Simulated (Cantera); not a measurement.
# Stirred combustor or abatement burner

A perfectly stirred reactor is fed with 7.51 % CH3OH, 19.5 % O2, 73.0 % N2, at 165 Torr; it is adiabatic with a 325 K inlet, and is followed from long to short residence time, starting on the burning branch (τ in s: 0.24, 0.098, 0.04, 0.016, 0.0065, 0.0026, 0.0011, 0.00043, 0.00018, 7.1e-05, 2.9e-05).

Cantera simulation using GRI-Mech 3.0 (53 species, 325 reactions); the numbers are that mechanism's predictions, not measurements. GRI-Mech 3.0 was tuned for natural gas; its chemistry of methanol as a main component is partial and can be far from experiment.

```csv
τ (s),T (K),x CH3OH,x O2,x HCN,x CH4,x NO
0.24,1686,4.17e-6,0.0787,4.08e-11,5.34e-9,8.69e-6
0.098,1675,7.32e-6,0.0789,9.90e-11,1.11e-8,6.13e-6
0.040,1658,1.30e-5,0.0792,2.91e-10,2.56e-8,4.33e-6
0.016,1632,2.44e-5,0.0798,9.29e-10,6.72e-8,3.11e-6
0.0065,1599,4.93e-5,0.0810,2.72e-9,1.96e-7,2.15e-6
0.0026,1551,0.000124,0.0839,6.82e-9,6.75e-7,1.08e-6
0.0011,325,0.0751,0.195,<1e-12,<1e-12,<1e-12
0.00043,325,0.0751,0.195,<1e-12,<1e-12,<1e-12
0.00018,325,0.0751,0.195,<1e-12,<1e-12,<1e-12
7.1e-5,325,0.0751,0.195,<1e-12,<1e-12,<1e-12
2.9e-5,325,0.0751,0.195,<1e-12,<1e-12,<1e-12
```
x: mole fraction; the columns are a selection and need not sum to one.
